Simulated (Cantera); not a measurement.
A perfectly stirred reactor is fed with 12.5 % CO, 12.5 % H₂, 15.6 % O₂, 58.8 % N₂, 0.476 % H₂O, equivalence ratio 0.80, at 2.66 atm; it is adiabatic with a 550 K inlet, and is followed from long to short residence time, starting on the burning branch (τ in s: 0.061, 0.026, 0.011, 0.0046, 0.0019, 0.00082, 0.00035, 0.00015, 6.2e-05, 2.6e-05).

Detailed kinetics in Cantera: GRI-Mech 3.0 (53 species, 325 reactions). The hydrogen kinetics of GRI-Mech 3.0 are dated; newer H2 mechanisms differ, most at raised pressure.

**Question.** Predict: blow-out, bracketed by the residence times tried; x(CO) at τ = 61.0 ms; x(H₂) at τ = 61.0 ms; x(O₂) at τ = 61.0 ms; x(NO) at τ = 61.0 ms; x(H₂O) at τ = 61.0 ms; x(CO) at τ = 0.820 ms; x(H₂) at τ = 0.820 ms; x(O₂) at τ = 0.820 ms; x(NO) at τ = 0.820 ms; x(H₂O) at τ = 0.820 ms.

**Answer.** 
```
Property                                                                           Value
------------------------------------------------  --------------------------------------
blow-out, bracketed by the residence times tried  burning at 26.0 µs, the shortest tried
x(CO) at τ = 61.0 ms                                                             0.00798
x(H₂) at τ = 61.0 ms                                                             0.00146
x(O₂) at τ = 61.0 ms                                                              0.0360
x(NO) at τ = 61.0 ms                                                             0.00490
x(H₂O) at τ = 61.0 ms                                                              0.143
x(CO) at τ = 0.820 ms                                                             0.0202
x(H₂) at τ = 0.820 ms                                                            0.00394
x(O₂) at τ = 0.820 ms                                                             0.0439
x(NO) at τ = 0.820 ms                                                           0.000295
x(H₂O) at τ = 0.820 ms                                                             0.137
```
